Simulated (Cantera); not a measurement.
An adiabatic, constant-volume homogeneous reactor starts with C3H8 : O2 : N2 = 1 : 6.85 : 25.8 (molar parts), equivalence ratio 0.73, at 1323 K and 0.987 atm. Integrator tolerance rtol = 1e-08.

Cantera simulation using GRI-Mech 3.0 (53 species, 325 reactions); the numbers are that mechanism's predictions, not measurements. GRI-Mech 3.0 was tuned for natural gas; its chemistry of propane as a main component is partial and can be far from experiment.

Problem. What does this change do: N2 25.8 to 37 parts?

Solution. 
| quantity | before | after |
|---|---|---|
| time of steepest temperature rise | 0.614 ms | 0.758 ms |
| temperature at 6.00 s | 2750 K | 2573 K |
| equilibrium temperature | 2750 K | 2573 K |
| x(C3H8) at 6.00 s | <1e-12 (gas-phase equilibrium <1e-12) | <1e-12 (gas-phase equilibrium <1e-12) |
| x(O2) at 6.00 s | 0.0512 (gas-phase equilibrium 0.0512) | 0.0376 (gas-phase equilibrium 0.0376) |
| x(CO2) at 6.00 s | 0.0618 (gas-phase equilibrium 0.0618) | 0.0541 (gas-phase equilibrium 0.0541) |
| x(CO) at 6.00 s | 0.0227 (gas-phase equilibrium 0.0227) | 0.0106 (gas-phase equilibrium 0.0106) |
| x(NO) at 6.00 s | 0.0162 (gas-phase equilibrium 0.0162) | 0.0111 (gas-phase equilibrium 0.0111) |
